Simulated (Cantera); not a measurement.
## Thermodynamics of silicon nitride deposition, feed SiCl4 + NH3 + H2

Feed: 1 mol SiCl4, a varied amount of NH3, 5.6 mol H2, at 0.100 bar.

Equilibrium computed with Cantera from the NASA thermochemical tables; the gas is ideal and each condensed phase is pure. Candidate condensed phases: NH4Cl, Si, Si3N4; 28 gas species. The tables' values for SiCl3 are old estimates. Kinetics and transport are ignored.

Question: Map the stable condensed phases over T = 1525, 1575, 1625, 1675, 1725, 1775, 1825, 1875, 1925, 1975, 2025, 2075 K and n(NH3) in mol = 0.15, 0.32, 0.49, 0.65, 0.82, 0.99, 1.2, 1.3, 1.5, 1.7, 1.8, 2.

Answer: 
```
T in K \ n(NH3) in mol
         0.15 0.32 0.49 0.65 0.82 0.99  1.2  1.3  1.5  1.7  1.8    2
   2075     A    A    A    A    A    A    A    A    A    A    A    A
   2025     A    A    A    A    A    A    A    A    A    A    A    A
   1975     A    A    A    A    A    A    A    A    A    A    A    A
   1925     A    A    A    A    A    A    A    A    A    A    A    A
   1875     A    A    A    A    A    A    A    A    A    A    A    A
   1825     A    A    A    A    A    A    A    A    A    A    A    A
   1775     A    A    A    A    A    A    A    A    A    A    A    A
   1725     A    A    A    A    A    A    A    A    B    B    B    B
   1675     A    A    A    A    B    B    B    B    B    B    B    B
   1625     A    A    B    B    B    B    B    B    B    B    B    B
   1575     B    B    B    B    B    B    B    B    B    B    B    B
   1525     B    B    B    B    B    B    B    B    B    B    B    B
```
A: gas only; B: Si3N4.
